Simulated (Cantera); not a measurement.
Input (Python, Cantera):

```python
import numpy as np
import cantera as ct

gas = ct.Solution("gri30.yaml")
gas.TPX = 1148, 500000, {'CO': 0.0043, 'O2': 0.01, 'H2O': 0.011, 'N2': 1}
reactor = ct.IdealGasConstPressureReactor(gas, energy="off", clone=False)
net = ct.ReactorNet([reactor])
net.rtol, net.atol = 1e-08, 1e-18
show = ['CO', 'O2', 'H2O', 'H2', 'NO2']
times = np.geomspace(3e-05, 100, 15)

steps = ct.SolutionArray(gas, extra=["t"])
rows = []
print(f"{'t/s':>10s}{'T/K':>9s}{'P/Pa':>11s}" + "".join(f"{s:>11s}" for s in show))
for t in times:
    while net.time < t:
        t_next = net.step()
        steps.append(gas.state, t=t_next)
    rows.append([np.interp(t, steps.t, y) for y in (steps.T, steps.P, *steps(*show).X.T)])
    print(f"{t:10.3e}{rows[-1][0]:9.1f}{rows[-1][1]:11.4g}" + "".join(f"{x:11.3e}" for x in rows[-1][2:]))
rate = np.gradient(steps.T, steps.t)
print("integrator steps:", len(steps.t))
if steps.T.max() > steps.T[0] + 200:
    print(f"time of steepest temperature rise: {steps.t[rate.argmax()]:.4e} s")
gas.TPX = 1148, 500000, {'CO': 0.0043, 'O2': 0.01, 'H2O': 0.011, 'N2': 1}
gas.equilibrate("TP")
print(f"equilibrium (TP): T = {gas.T:.1f} K  " + "  ".join(f"{s} {gas[s].X[0]:.3e}" for s in show))
```

Output:

```
       t/s      T/K       P/Pa         CO         O2        H2O         H2        NO2
 3.000e-05   1148.0      5e+05  4.194e-03  9.753e-03  1.073e-02  2.425e-13  1.961e-27
 8.771e-05   1148.0      5e+05  4.194e-03  9.753e-03  1.073e-02  4.807e-12  2.145e-25
 2.564e-04   1148.0      5e+05  4.194e-03  9.753e-03  1.073e-02  6.437e-11  4.603e-23
 7.497e-04   1148.0      5e+05  4.194e-03  9.753e-03  1.073e-02  8.515e-10  1.389e-20
 2.192e-03   1148.0      5e+05  4.193e-03  9.752e-03  1.073e-02  3.991e-08  1.016e-16
 6.408e-03   1148.0      5e+05  3.989e-03  9.651e-03  1.072e-02  9.662e-06  9.793e-12
 1.873e-02   1148.0      5e+05  3.217e-03  9.275e-03  1.071e-02  2.343e-05  1.128e-10
 5.477e-02   1148.0      5e+05  1.826e-03  8.583e-03  1.072e-02  1.626e-05  6.804e-10
 1.601e-01   1148.0      5e+05  5.621e-04  7.952e-03  1.074e-02  4.910e-06  2.563e-09
 4.682e-01   1148.0      5e+05  9.090e-05  7.717e-03  1.075e-02  7.744e-07  4.727e-09
 1.369e+00   1148.0      5e+05  5.254e-06  7.675e-03  1.075e-02  4.903e-08  3.160e-09
 4.002e+00   1148.0      5e+05  2.769e-09  7.672e-03  1.075e-02  3.243e-10  7.264e-11
 1.170e+01   1148.0      5e+05  1.058e-10  7.672e-03  1.075e-02  2.285e-10  7.262e-11
 3.420e+01   1148.0      5e+05  1.048e-10  7.672e-03  1.075e-02  2.269e-10  7.401e-11
 1.000e+02   1148.0      5e+05  1.048e-10  7.672e-03  1.075e-02  2.269e-10  7.414e-11
integrator steps: 1350
equilibrium (TP): T = 1148.0 K  CO 1.049e-10  O2 7.658e-03  H2O 1.075e-02  H2 2.271e-10  NO2 2.580e-07
```

Model: GRI-Mech 3.0 (53 species, 325 reactions), integrated in Cantera.
